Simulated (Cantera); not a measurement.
An isothermal, constant-pressure homogeneous reactor starts with 45.5 % CH4, 54.5 % H2O, at 1525 K and 1.01 bar.

Model: GRI-Mech 3.0 (53 species, 325 reactions), integrated in Cantera.

One state of this run: x CH4 = 0.445; x H2O = 0.544; x H2 = 0.00676; x H2O2 = <1e-12; x HO2 = <1e-12; x CO = 1.57e-5; x O = 2.12e-11. x: mole fraction; the columns are a selection and need not sum to one.

Problem. Which value of t (s) does it belong to?
A. 0.660
B. 0.00417
C. 0.0316
D. 0.240

Solution. B, 0.00417
